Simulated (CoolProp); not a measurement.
A single-stage vapour-compression cycle with R125: evaporating at 207.15 K (dew point), condensing at 261.15 K (bubble point), superheat 0 K, subcooling 2 K, compressor efficiency 0.9, no pressure losses. Each further row changes one setting.

Values from CoolProp's reference Helmholtz-energy equation of state, Lemmon 2005.

| case | cooling COP | pressure ratio | discharge temperature (K) | refrigerating effect (kJ/kg) | volumetric capacity (kJ/m³) |
|---|---|---|---|---|---|
| as stated | [?] | 11.7 | 276.5 | 114 | 313 |
| evaporating temperature 212.15 K | 3.11 | [?] | 274.0 | 117 | [?] |
| condensing temperature 256.15 K | [?] | 9.81 | [?] | 120 | 329 |
| subcooling 7 K | 2.82 | 11.7 | 276.5 | 120 | 329 |
| superheat 10 K | [?] | 11.7 | [?] | 121 | 314 |
| compressor efficiency 0.8 | 2.38 | 11.7 | [?] | 114 | 313 |

Problem. Some entries are withheld; supply them.

Solution. 
- as stated, cooling COP: 2.68
- evaporating temperature 212.15 K, pressure ratio: 8.77
- evaporating temperature 212.15 K, volumetric capacity (kJ/m³): 421
- condensing temperature 256.15 K, cooling COP: 3.06
- condensing temperature 256.15 K, discharge temperature (K): 270.9
- superheat 10 K, cooling COP: 2.69
- superheat 10 K, discharge temperature (K): 287.1
- compressor efficiency 0.8, discharge temperature (K): 283.0
